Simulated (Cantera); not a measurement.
Feed: 1 mol Al(CH3)3, 190 mol NH3, 10 mol N2, 2.7 mol H2O, at 1575 K and 1.33 mbar.

Cantera equilibrium calculation (NASA polynomials, part measured and part estimated; ideal gas, pure solids and liquids). Candidate condensed phases: Al, AlN, Al2O3, C, C6H6, C7H8, C8H18, H2O; 148 gas species. The feed counts by its element totals alone. The numbers say what is thermodynamically allowed, not how fast it happens.

Base state: H2 0.730, N2 0.261, CO 0.00676, H 0.000973, HCN 0.000708, Al 2.82e-5, HNC 1.51e-5, C2H2 (acetylene) 1.32e-5 (mole fractions); condensed: AlN(s).

Task: What changes in the equilibrium state with this change: temperature from 1575 K to 798.15 K?

Result: 
```tsv
species	before	after
H2	0.730	0.732
N2	0.261	0.264
CO	0.00676	0.00294
Al	2.82e-5	<1e-9
H	0.000973	<1e-9
HCN	0.000708	3.93e-8
HNC	1.51e-5	<1e-9
AlN(s), mol	0.988	0
Al2O3(s), mol	0	0.500
C(graphite), mol	0	1.43
```
